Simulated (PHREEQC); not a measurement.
Solution (25 °C): 0.036 mol/kgw CdCl2, 0.0056 mol/kgw NaOH and 0.13 mol/kgw H2SO4. It is in equilibrium with CO2 at log p = -2 (atm). Otherwise closed; pH follows from the charge balance.

Model: ion-association model, phreeqc.dat, run in PHREEQC.

```yaml
pH: 0.91
ionic_strength: 0.234 mol/kgw
activity_of_water: 0.994
density: 1.011 g/cm³
total_alkalinity: -254 meq/kg
```

| species | molality | activity | log γ |
|---|---|---|---|
| H+ | 0.155 | 0.123 | -0.102 |
| HSO4- | 0.0992 | 0.0735 | -0.130 |
| Cl- | 0.0524 | 0.0369 | -0.152 |
| SO4-2 | 0.0223 | 0.00615 | -0.559 |
| CdCl+ | 0.0160 | 0.0119 | -0.130 |
| Cd+2 | 0.0112 | 0.00337 | -0.522 |
| CdSO4 | 0.00566 | 0.00598 | 0.023 |
| Na+ | 0.00543 | 0.00402 | -0.130 |
| CdCl2 | 0.00173 | 0.00182 | 0.023 |
| Cd(SO4)2-2 | 0.00134 | 0.000403 | -0.522 |
| CO2 | 0.000322 | 0.000340 | 0.023 |
| NaSO4- | 0.000168 | 0.000124 | -0.133 |
| CdCl3- | 5.72e-5 | 4.24e-5 | -0.130 |

This is a speciation only: nothing precipitates in the calculation. Species that the database lacks are ignored.
